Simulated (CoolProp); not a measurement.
R143a at 298.15 K and 0.647 MPa is compressed adiabatically to 3.35 MPa with isentropic efficiency 0.85. Each further row changes one setting.

Model: reference Helmholtz-energy equation of state, Lemmon and Jacobsen 2000, in CoolProp.

```tsv
case	work (kJ/kg)	final temperature (K)	final density (kg/m³)
as stated	___	376.0	126
efficiency 1	43.2	___	131
efficiency 0.65	___	386.8	117
```

Fill in the missing entries.


- as stated, work (kJ/kg): 50.8
- efficiency 1, final temperature (K): 370.9
- efficiency 0.65, work (kJ/kg): 66.4
